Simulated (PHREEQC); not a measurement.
1.1 g of hydrous ferric oxide (600 m²/g; 0.2 weak and 0.005 strong sites per Fe, Dzombak-Morel constants, diffuse double layer) in 1 kg of water with 0.3 mol/kgw of an inert sodium salt and 0.00019 mol MnCl2, at 25 °C; the pH is set by adding NaOH or the inert anion's acid. The system is closed to oxygen. No CO2 enters from the air. No solid was allowed to form.

All values are PHREEQC results (ion-association model, wateq4f.dat), not measurements.

| pH | Mn sorbed (%) | surface charge σ (C/m²) | surface potential ψ (mV) |
|---|---|---|---|
| 3 | 0.0 | 0.368 | 125 |
| 3.67 | 0.0 | … | 124 |
| 4.33 | 0.0 | 0.331 | … |
| 5 | 0.3 | 0.269 | … |
| 5.67 | 3.7 | 0.191 | 93 |
| 6.33 | 20.5 | … | 72 |
| 7 | 44.2 | … | 48 |
| 7.67 | … | 0.031 | 24 |
| 8.33 | 98.3 | -0.004 | … |
| 9 | 99.9 | -0.041 | -31 |
| 9.67 | 100.0 | -0.088 | -57 |
| 10.33 | 100.0 | … | -80 |
| 11 | 100.0 | -0.216 | -99 |

Fill in the missing entries.


- 3.67, surface charge σ (C/m²): 0.360
- 4.33, surface potential ψ (mV): 120
- 5, surface potential ψ (mV): 110
- 6.33, surface charge σ (C/m²): 0.123
- 7, surface charge σ (C/m²): 0.070
- 7.67, Mn sorbed (%): 83.4
- 8.33, surface potential ψ (mV): -3
- 10.33, surface charge σ (C/m²): -0.147

Complexes and solids missing from the database can't appear. The oxide is taken as insoluble; below pH 4 it would dissolve.
